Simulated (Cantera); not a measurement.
Cantera run, input and output.

```python
import numpy as np
import cantera as ct

gas = ct.Solution("h2o2.yaml")
gas.TPX = 900, 12000, {'H2': 1.3, 'O2': 1, 'N2': 17}
reactor = ct.IdealGasConstPressureReactor(gas, energy="off", clone=False)
net = ct.ReactorNet([reactor])
net.rtol, net.atol = 1e-08, 1e-18
show = ['H2', 'O2', 'HO2', 'H', 'H2O']
times = np.geomspace(0.0003, 2, 15)

steps = ct.SolutionArray(gas, extra=["t"])
rows = []
print(f"{'t/s':>10s}{'T/K':>9s}{'P/Pa':>11s}" + "".join(f"{s:>11s}" for s in show))
for t in times:
    while net.time < t:
        t_next = net.step()
        steps.append(gas.state, t=t_next)
    rows.append([np.interp(t, steps.t, y) for y in (steps.T, steps.P, *steps(*show).X.T)])
    print(f"{t:10.3e}{rows[-1][0]:9.1f}{rows[-1][1]:11.4g}" + "".join(f"{x:11.3e}" for x in rows[-1][2:]))
rate = np.gradient(steps.T, steps.t)
print("integrator steps:", len(steps.t))
if steps.T.max() > steps.T[0] + 200:
    print(f"time of steepest temperature rise: {steps.t[rate.argmax()]:.4e} s")
gas.TPX = 900, 12000, {'H2': 1.3, 'O2': 1, 'N2': 17}
gas.equilibrate("TP")
print(f"equilibrium (TP): T = {gas.T:.1f} K  " + "  ".join(f"{s} {gas[s].X[0]:.3e}" for s in show))
```

Result:

```
       t/s      T/K       P/Pa         H2         O2        HO2          H        H2O
 3.000e-04    900.0    1.2e+04  6.736e-02  5.181e-02  4.894e-12  5.045e-12  1.709e-12
 5.627e-04    900.0    1.2e+04  6.736e-02  5.181e-02  1.041e-11  1.258e-11  8.025e-12
 1.055e-03    900.0    1.2e+04  6.736e-02  5.181e-02  2.726e-11  4.395e-11  4.567e-11
 1.979e-03    900.0    1.2e+04  6.736e-02  5.181e-02  1.401e-10  3.183e-10  4.388e-10
 3.713e-03    900.0    1.2e+04  6.736e-02  5.181e-02  4.161e-09  1.094e-08  1.631e-08
 6.963e-03    900.0    1.2e+04  6.734e-02  5.180e-02  2.361e-06  8.486e-06  1.337e-05
 1.306e-02    900.0    1.2e+04  1.045e-02  2.516e-02  4.000e-06  7.354e-03  5.460e-02
 2.449e-02    900.0    1.2e+04  1.120e-03  1.930e-02  2.898e-06  1.675e-04  6.841e-02
 4.594e-02    900.0    1.2e+04  4.382e-04  1.897e-02  2.179e-06  1.424e-05  6.923e-02
 8.617e-02    900.0    1.2e+04  2.159e-04  1.887e-02  1.631e-06  3.245e-06  6.947e-02
 1.616e-01    900.0    1.2e+04  1.048e-04  1.881e-02  1.130e-06  8.789e-07  6.959e-02
 3.031e-01    900.0    1.2e+04  4.727e-05  1.879e-02  6.840e-07  2.340e-07  6.965e-02
 5.685e-01    900.0    1.2e+04  1.898e-05  1.878e-02  3.423e-07  5.822e-08  6.968e-02
 1.066e+00    900.0    1.2e+04  6.356e-06  1.877e-02  1.325e-07  1.271e-08  6.970e-02
 2.000e+00    900.0    1.2e+04  1.657e-06  1.877e-02  3.815e-08  2.226e-09  6.970e-02
integrator steps: 1554
equilibrium (TP): T = 900.0 K  H2 4.729e-12  O2 1.877e-02  HO2 1.265e-11  H 7.387e-16  H2O 6.971e-02
```

Cantera simulation using the H2/O2 subset of GRI-Mech 3.0, which has no nitrogen chemistry; the numbers are that mechanism's predictions, not measurements. Radical loss at walls, strong at low pressure, is not modelled. Below about 950 K walls govern HO2 and H2O2 in real vessels. The temperature is held fixed by assumption; the heat of reaction is taken as removed at once.
